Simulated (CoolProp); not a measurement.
A single-stage vapour-compression cycle with R152A: evaporating at 228.15 K (dew point), condensing at 263.15 K (bubble point), superheat 2 K, subcooling 0 K, compressor efficiency 0.8, no pressure losses. Each further row changes one setting.

Values from CoolProp's reference Helmholtz-energy equation of state, Outcalt 1996. It is a modified Benedict-Webb-Rubin equation, recast in Helmholtz form.

```
case                              cooling COP  pressure ratio  discharge temperature (K)  refrigerating effect (kJ/kg)  volumetric capacity (kJ/m³)
--------------------------------  -----------  --------------  -------------------------  ----------------------------  ---------------------------
as stated                                4.60            5.01                      300.5                           293                          374
evaporating temperature 233.15 K         5.59            3.84                      294.2                           297                          485
condensing temperature 258.15 K          5.47            4.10                      291.5                           301                          384
subcooling 5 K                           4.73            5.01                      300.5                           301                          384
superheat 12 K                           4.54            5.01                      311.4                           302                          368
compressor efficiency 0.7                4.03            5.01                      308.9                           293                          374
```
